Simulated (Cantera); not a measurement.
Feed: 1 mol MgCO3, 0.29 mol SO2, 2.8 mol O2, equilibrated at 10.0 Torr.

These are equilibrium values from Cantera (NASA tables, ideal gas, pure condensed phases), not measurements of a reactor. Candidate condensed phases: C, Mg, MgCO3, MgO, MgS, MgSO4, S; 26 gas species. Mutual solubility and eutectic melting of coexisting phases are not modelled. Equilibrium is a limit: real reactors are often held back by kinetics, nucleation or transport.

log p: log10 of the partial pressure in bar; n: condensed amount in mol.

```tsv
T (K)	log p O2	log p CO2	log p SO2	log p SO3	log p O	log p CO	n MgO(s)	n MgSO4(s)
673	-2.01	-2.44	<-13	-12.43	<-13	<-13	0.710	0.290
773	-2.01	-2.44	…	…	<-13	<-13	0.710	0.290
873	-2.01	-2.44	-7.41	-7.41	-12.73	-13.80	0.710	0.290
973	-2.01	-2.44	-5.09	-5.70	-11.18	-12.06	0.713	0.287
1073	-2.03	-2.47	…	…	…	…	…	…
1173	-2.04	-2.49	-3.04	-4.55	-8.87	-9.51	1.00	0
1273	-2.04	-2.49	-3.03	-4.88	-7.99	-8.52	1.00	0
1373	-2.04	-2.49	-3.03	-5.17	-7.23	-7.68	1.00	0
1473	-2.04	-2.49	-3.03	-5.41	-6.57	-6.96	1.00	0
1573	-2.04	-2.49	-3.03	-5.63	-6.00	-6.32	1.00	0
1673	-2.04	-2.49	-3.03	-5.82	-5.50	-5.77	1.00	0
1773	-2.04	-2.49	-3.03	-5.98	-5.05	-5.28	1.00	0
```

**Question.** Fill in the missing entries.

**Answer.** 
- 773, log p SO2: -10.35
- 773, log p SO3: -9.59
- 1073, log p SO2: -3.20
- 1073, log p SO3: -4.31
- 1073, log p O: -9.92
- 1073, log p CO: -10.67
- 1073, n MgO(s): 0.910
- 1073, n MgSO4(s): 0.0903
